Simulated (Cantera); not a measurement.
What does this Cantera script print?

```python
import numpy as np
import cantera as ct

gas_names = """
    Br Br2 N N2 Si SiBr SiBr2 SiBr3 SiBr4 SiN Si2 Si2N Si3
""".split()
cond_names = """
    Br2(cr) Br2(L) Si(cr) Si(L) Si3N4(a)
""".split()


# ... load() reads the species with a 1 bar reference pressure and builds the phases ...
atoms = {
    'Si': {'Si': 1},
    'Br2': {'Br': 2},
    'N2': {'N': 2},
}
top_T = {'Si3N4(a)': 2400}  # K; cautious upper limits of use, not melting points


# ... equilibrate(T, P, feed) seeds the gas with the atoms and calls Mixture.equilibrate('TP', solver="vcs", rtol=1e-11, max_steps=5000) ...
results = []
feed = {'Si': 1, 'Br2': 2.6, 'N2': 14}  # mol
T = 1498.15  # K
P = 52000  # Pa
mix = equilibrate(T, P, feed)
results.append((T, P, feed, dict(zip(mix.species_names, mix.species_moles))))
print(gas.report(threshold=0.001))
for i in range(1, mix.n_phases):
    print(f"{mix.phase(i).name:16s} {mix.phase_moles(i):12.5e} mol")
```

It prints:

```
       temperature   1498.2 K
          pressure   52000 Pa
           density   0.21822 kg/m^3
  mean mol. weight   52.273 kg/kmol
   phase of matter   gas

                          1 kg             1 kmol
                     ---------------   ---------------
          enthalpy        4.4431e+05        2.3225e+07  J
   internal energy        2.0602e+05        1.0769e+07  J
           entropy            5161.4         2.698e+05  J/K
    Gibbs function       -7.2882e+06       -3.8098e+08  J
 heat capacity c_p            741.17             38743  J/K
 heat capacity c_v            582.11             30429  J/K

                      mass frac. Y      mole frac. X     chem. pot. / RT
                     ---------------   ---------------   ---------------
                Br          0.073546          0.048113           -17.806
               Br2          0.041979          0.013731           -35.612
                N2           0.46926           0.87561           -26.795
             SiBr4           0.41289          0.062073            -92.52
     [   +9 minor]         0.0023275        0.00047021

Br2(L)            0.00000e+00 mol
Si(cr)            0.00000e+00 mol
Si3N4(a)          0.00000e+00 mol
```

These are equilibrium values from Cantera (NASA tables, ideal gas, pure condensed phases), not measurements of a reactor. The tables' values for SiBr3 are old estimates; treat these amounts as uncertain.
